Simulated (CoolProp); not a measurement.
Vapour-liquid equilibrium of ethanol (1) + toluene (2) at 8.02 bar; x and y are mole fractions of (1).

Values from CoolProp's multi-fluid Helmholtz-energy mixture model, Schroeder 2014 and Lemmon 2006; pair parameters Bell 2016.

```csv
x,"bubble temperature, mixture model (K)","bubble temperature, Raoult's law (K)","y, mixture model","y, Raoult's law"
0.05,458.4,469.2,0.282,0.172
0.125,442.4,460.0,0.491,0.357
0.2,433.8,452.7,0.592,0.489
0.275,428.7,446.6,0.649,0.589
0.35,425.6,441.5,0.687,0.668
0.425,423.3,437.1,0.715,0.732
0.5,421.6,433.2,0.740,0.786
0.575,420.2,429.8,0.765,0.831
0.65,419.0,426.7,0.791,0.870
0.725,417.9,423.8,0.821,0.904
0.8,416.9,421.3,0.858,0.934
0.875,416.2,418.9,0.902,0.961
0.95,415.6,416.7,0.957,0.985
```

The largest gap from Raoult's law is -18.9 K in bubble temperature, at x = 0.2. No azeotrope shows between x = 0.05 and 0.95.

The pair parameters rest on a limited set of measurements; away from them the model extrapolates.
